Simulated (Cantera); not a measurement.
**Thermodynamics of chemical vapour transport, feed Fe₂O₃ + Cl₂ + H₂**

Charge: 1 mol Fe₂O₃, a varied amount of Cl₂, 0.2 mol H₂, at 875 °C and 4730 Torr.

Cantera equilibrium calculation (NASA polynomials, part measured and part estimated; ideal gas, pure solids and liquids). Candidate condensed phases: Fe, FeCl₂, FeCl₃, FeO, Fe(OH)₂, Fe(OH)₃, Fe₂O₃, Fe₃O₄, H₂O; 22 gas species. Mutual solubility and eutectic melting of coexisting phases are not modelled. The numbers say what is thermodynamically allowed, not how fast it happens.

At 0.16 mol Cl₂ the condensed part is Fe₂O₃(s) + Fe₃O₄(s). From 0.21 mol Cl₂ to 1.5 mol Cl₂ the condensed part is Fe₂O₃(s). The main Fe-bearing gas is FeCl₃ throughout. The share of Fe in condensed phases is highest at 0.16 mol Cl₂ (99.1 %) and lowest at 1.5 mol Cl₂ (91.8 %).

| n(Cl₂) (mol) | x HCl | x Cl₂ | x H₂O | x FeCl₃ | x O₂ | x FeCl₂ | n Fe₂O₃(s) | n Fe₃O₄(s) |
|---|---|---|---|---|---|---|---|---|
| 0.16 | 0.773 | 0.000103 | 0.179 | 0.0250 | 8.23e-9 | 0.0194 | 0.884 | 0.0711 |
| 0.21 | 0.798 | 0.0264 | 0.108 | 0.0588 | 0.000175 | 0.00284 | 0.986 | 0 |
| 0.28 | 0.689 | 0.158 | 0.0843 | 0.0550 | 0.00685 | 0.00109 | 0.985 | 0 |
| 0.37 | 0.592 | 0.266 | 0.0615 | 0.0559 | 0.0189 | 0.000851 | 0.981 | 0 |
| 0.49 | 0.500 | 0.360 | 0.0422 | 0.0593 | 0.0320 | 0.000777 | 0.976 | 0 |
| 0.64 | 0.420 | 0.438 | 0.0284 | 0.0635 | 0.0432 | 0.000754 | 0.968 | 0 |
| 0.85 | 0.343 | 0.509 | 0.0181 | 0.0682 | 0.0533 | 0.000750 | 0.956 | 0 |
| 1.1 | 0.281 | 0.564 | 0.0117 | 0.0721 | 0.0607 | 0.000754 | 0.942 | 0 |
| 1.5 | 0.219 | 0.620 | 0.00682 | 0.0764 | 0.0678 | 0.000762 | 0.918 | 0 |
x: gas mole fraction; n: condensed amount in mol.
